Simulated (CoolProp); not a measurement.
Values from CoolProp's reference Helmholtz-energy equation of state, Bücker 2006.

Problem. Give the vapour pressure (bar), vapour density (kg/m³), liquid cp (kJ/(kg K)), liquid viscosity (µPa s) of saturated isobutane at 25.35, 66.25 °C.

Solution. 
```
T (°C)  p (bar)  vapour density (kg/m³)  liquid cp (kJ/(kg K))  liquid viscosity (µPa s)
------  -------  ----------------------  ---------------------  ------------------------
25.35      3.54                    9.22                   2.43                       151
66.25      10.0                    26.0                   2.77                      99.0
```

Viscosity comes from a separate model (Vogel 2000).
